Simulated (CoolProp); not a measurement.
Vapour-liquid equilibrium of R125 (1) + cyclopropane (2) at 288.1 K; x and y are mole fractions of (1).

The numbers come from the multi-fluid Helmholtz-energy mixture model, Lemmon 2005 and Polt 1992; pair parameters Bell 2016 in CoolProp. This equation is an older, rougher fit; its heat capacities, sound speeds and derivatives of the liquid may be far off and weren't checked against measurements.

```json
[
 {"x": "0.05", "bubble pressure, mixture model (kPa)": "664.2", "bubble pressure, Raoult's law (kPa)": "571.9", "y, mixture model": "0.196", "y, Raoult's law": "0.092"},
 {"x": "0.2", "bubble pressure, mixture model (kPa)": "879.5", "bubble pressure, Raoult's law (kPa)": "647.0", "y, mixture model": "0.441", "y, Raoult's law": "0.324"},
 {"x": "0.35", "bubble pressure, mixture model (kPa)": "985.2", "bubble pressure, Raoult's law (kPa)": "722.1", "y, mixture model": "0.545", "y, Raoult's law": "0.508"},
 {"x": "0.5", "bubble pressure, mixture model (kPa)": "1046", "bubble pressure, Raoult's law (kPa)": "797.3", "y, mixture model": "0.618", "y, Raoult's law": "0.657"},
 {"x": "0.65", "bubble pressure, mixture model (kPa)": "1082", "bubble pressure, Raoult's law (kPa)": "872.4", "y, mixture model": "0.696", "y, Raoult's law": "0.781"},
 {"x": "0.8", "bubble pressure, mixture model (kPa)": "1094", "bubble pressure, Raoult's law (kPa)": "947.5", "y, mixture model": "0.795", "y, Raoult's law": "0.885"},
 {"x": "0.95", "bubble pressure, mixture model (kPa)": "1068", "bubble pressure, Raoult's law (kPa)": "1023", "y, mixture model": "0.938", "y, Raoult's law": "0.973"}
]
```

The largest gap from Raoult's law is +36.4 % in bubble pressure, at x = 0.35. y crosses x between x = 0.65 and 0.8: the model has an azeotrope there.

Pair parameters are fitted to limited data, so mixtures are less certain than the pure fluids.
